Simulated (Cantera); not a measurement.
Charge: 1 mol SiCl4, 1.7 mol HCl, 13 mol H2, at 1100 °C and 1.00 bar.

Cantera equilibrium calculation (NASA polynomials, part measured and part estimated; ideal gas, pure solids and liquids). Candidate condensed phases: Si; 19 gas species. The tables' values for SiCl3 are old estimates; treat these amounts as uncertain. Equilibrium is a limit: real reactors are often held back by kinetics, nucleation or transport.

Base state: H2 0.793, HCl 0.144, SiCl4 0.0347, SiHCl3 0.0121, SiCl2 0.00778, SiCl3 0.00765, SiH2Cl2 0.000628 (mole fractions); condensed: gas only.

### Question
What changes in the equilibrium state with this change: H2 from 13 to 0.22 mol?

### Answer
```json
[
 {"species": "HCl", "before": "0.144", "after": "0.589"},
 {"species": "SiCl4", "before": "0.0347", "after": "0.333"},
 {"species": "H2", "before": "0.793", "after": "0.0696"},
 {"species": "SiHCl3", "before": "0.0121", "after": "0.00249"},
 {"species": "SiH2Cl2", "before": "0.000628", "after": "2.76e-6"},
 {"species": "SiCl2", "before": "0.00778", "after": "0.000389"},
 {"species": "SiCl3", "before": "0.00765", "after": "0.00530"}
]
```

### Question
What changes in the equilibrium state with this change: pressure from 1.00 bar to 0.133 bar?

### Answer
```tsv
species	before	after
H2	0.793	0.768
HCl	0.144	0.170
SiCl2	0.00778	0.0242
SiHCl3	0.0121	0.00597
SiCl4	0.0347	0.0209
SiCl3	0.00765	0.0105
SiH2Cl2	0.000628	0.000252
```

### Question
What changes in the equilibrium state with this change: H2 from 13 to 0.38 mol?

### Answer
```csv
species,before,after
HCl,0.144,0.562
SiCl4,0.0347,0.312
H2,0.793,0.115
SiHCl3,0.0121,0.00404
SiH2Cl2,0.000628,7.73e-6
SiCl2,0.00778,0.000661
SiCl3,0.00765,0.00668
```
